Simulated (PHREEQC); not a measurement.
Make-up at 25 °C: 0.012 mol CdCl2, 0.057 mol ZnCl2, 0.0012 mol BaCl2 and 0.0019 mol NaCl per kg of water. Closed to the air; pH follows from the charge balance.

Computed with PHREEQC (ion-association model, wateq4f.dat).

This is a speciation only: nothing precipitates in the calculation.

Problem. Order these Cl species by the share of Cl that they hold, largest first: ZnCl+, CdCl2, ZnCl2, CdCl+, Cl-.

Solution. Cl- (87 %), CdCl+ (5.4 %), ZnCl+ (4.0 %), CdCl2 (2.9 %), ZnCl2 (0.52 %)

Problem. Order these Zn species by the share of Zn that they hold, largest first: Zn+2, ZnCl2, ZnCl+.

Solution. Zn+2 (89 %), ZnCl+ (10.0 %), ZnCl2 (0.65 %)

The pH is 5.11 and the ionic strength 0.178 mol/kgw.
